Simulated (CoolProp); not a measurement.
Values from CoolProp's reference Helmholtz-energy equation of state, Aleksandrov 2011. It is a short technical equation, of lower accuracy than the large ones.

Problem. Give the vapour pressure (MPa), enthalpy of vaporisation (kJ/kg), vapour Z, surface tension (mN/m) of saturated n-undecane at 146.85, 164.15 °C.

Solution. 
```
T (°C)  p (MPa)  enthalpy of vaporisation (kJ/kg)  vapour Z  surface tension (mN/m)
------  -------  --------------------------------  --------  ----------------------
146.85   0.0256                               294     0.973                    13.5
164.15   0.0435                               284     0.961                    12.1
```

Surface tension comes from a separate correlation (Mulero 2014).
